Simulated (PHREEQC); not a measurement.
Buffer: an equilibrium model

Solution (55 °C): 12 mmol/kgw NH4Cl and 3.4 mmol/kgw KOH. Closed to the air; pH follows from the charge balance.

The numbers come from PHREEQC with the ion-association model, phreeqc.dat.

This is a speciation only: nothing precipitates in the calculation.

Q: Predict the pH.

A: pH 8.06.

Q: In which forms is N present?

A: NH4+ 72 %, NH3 28 % of the N.

Constants without temperature data keep their 25 °C values here.
